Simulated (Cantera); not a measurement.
A perfectly stirred reactor is fed with NO : N2 = 1 : 2.4 (molar parts), at 0.849 atm; it is held at 1948 K, and followed from long to short residence time.

Detailed kinetics in Cantera: GRI-Mech 3.0 (53 species, 325 reactions).

### Question
What does this change do: 0.0071 parts H2O added?

### Answer
```json
[
 {"quantity": "x(NO) at τ = 5.90 s", "before": "0.0895", "after": "0.0889"},
 {"quantity": "x(O2) at τ = 5.90 s", "before": "0.102", "after": "0.102"},
 {"quantity": "x(N2O) at τ = 5.90 s", "before": "3.69e-6", "after": "3.55e-6"},
 {"quantity": "x(NO2) at τ = 5.90 s", "before": "0.000109", "after": "0.000108"},
 {"quantity": "x(O) at τ = 5.90 s", "before": "0.000155", "after": "0.000155"},
 {"quantity": "x(NO) at τ = 59.0 ms", "before": "0.286", "after": "0.285"},
 {"quantity": "x(O2) at τ = 59.0 ms", "before": "0.00392", "after": "0.00389"},
 {"quantity": "x(N2O) at τ = 59.0 ms", "before": "3.71e-5", "after": "3.53e-5"},
 {"quantity": "x(NO2) at τ = 59.0 ms", "before": "9.72e-5", "after": "7.89e-5"},
 {"quantity": "x(O) at τ = 59.0 ms", "before": "4.57e-5", "after": "3.75e-5"}
]
```
